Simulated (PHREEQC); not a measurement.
Consider water at 25 °C with 0.16 mol HF, 8.9e-05 mol NaF and 0.063 mol (NH4)2SiF6 per kg of water. Closed to the air; pH follows from the charge balance.

Model: ion-association model, wateq4f.dat, run in PHREEQC.

Each row changes one thing in this solution. Precipitation was switched off in this run.

```json
[
 {"case": "as made", "pH": "2.00", "ionic strength (mol/kgw)": "0.202", "HF (mol/kgw)": "0.0948", "H2F2 (mol/kgw)": "0.0245", "F- (mol/kgw)": "0.00926", "HF2- (mol/kgw)": "0.00353", "SI of Quartz (SiO2)": "-6.85"},
 {"case": "NaF from 8.9e-05 to 0.00089 mol/kgw", "pH": "2.01", "ionic strength (mol/kgw)": "0.202", "HF (mol/kgw)": "0.0949", "H2F2 (mol/kgw)": "0.0246", "F- (mol/kgw)": "0.00956", "HF2- (mol/kgw)": "0.00365", "SI of Quartz (SiO2)": "-6.88"},
 {"case": "HF left out", "pH": "3.11", "ionic strength (mol/kgw)": "0.189", "HF (mol/kgw)": "0.00208", "H2F2 (mol/kgw)": "1.18e-5", "F- (mol/kgw)": "0.00260", "HF2- (mol/kgw)": "2.17e-5", "SI of Quartz (SiO2)": "+0.89"},
 {"case": "NaF from 8.9e-05 to 8.9e-06 mol/kgw", "pH": "1.99", "ionic strength (mol/kgw)": "0.202", "HF (mol/kgw)": "0.0947", "H2F2 (mol/kgw)": "0.0245", "F- (mol/kgw)": "0.00923", "HF2- (mol/kgw)": "0.00351", "SI of Quartz (SiO2)": "-6.84"},
 {"case": "(NH4)2SiF6 replaced by H2SiF6 at the same molality", "pH": "0.99", "ionic strength (mol/kgw)": "0.190", "HF (mol/kgw)": "___", "H2F2 (mol/kgw)": "0.0282", "F- (mol/kgw)": "0.000981", "HF2- (mol/kgw)": "0.000400", "SI of Quartz (SiO2)": "-5.01"},
 {"case": "HF from 0.16 to 0.32 mol/kgw", "pH": "1.84", "ionic strength (mol/kgw)": "0.207", "HF (mol/kgw)": "0.158", "H2F2 (mol/kgw)": "0.0684", "F- (mol/kgw)": "0.0110", "HF2- (mol/kgw)": "0.00701", "SI of Quartz (SiO2)": "-7.89"},
 {"case": "0.0088 mol/kgw Na2SO4 added", "pH": "2.02", "ionic strength (mol/kgw)": "0.221", "HF (mol/kgw)": "0.0940", "H2F2 (mol/kgw)": "___", "F- (mol/kgw)": "0.00995", "HF2- (mol/kgw)": "0.00378", "SI of Quartz (SiO2)": "-6.91"},
 {"case": "diluted 100-fold with water", "pH": "3.08", "ionic strength (mol/kgw)": "0.00258", "HF (mol/kgw)": "0.00146", "H2F2 (mol/kgw)": "5.56e-6", "F- (mol/kgw)": "0.00124", "HF2- (mol/kgw)": "6.97e-6", "SI of Quartz (SiO2)": "+0.25"}
]
```

Problem. What belongs in the gaps?

Solution. 
- (NH4)2SiF6 replaced by H2SiF6 at the same molality, HF (mol/kgw): 0.102
- 0.0088 mol/kgw Na2SO4 added, H2F2 (mol/kgw): 0.0243

Some of these states are supersaturated (in Quartz (slow to form), Chalcedony (slow to form), for instance). wateq4f.dat counts part of the HF as a dimer, H2F2, which phreeqc.dat doesn't know; its constant is uncertain. SiF6-2 is the database's only silicon fluoride.
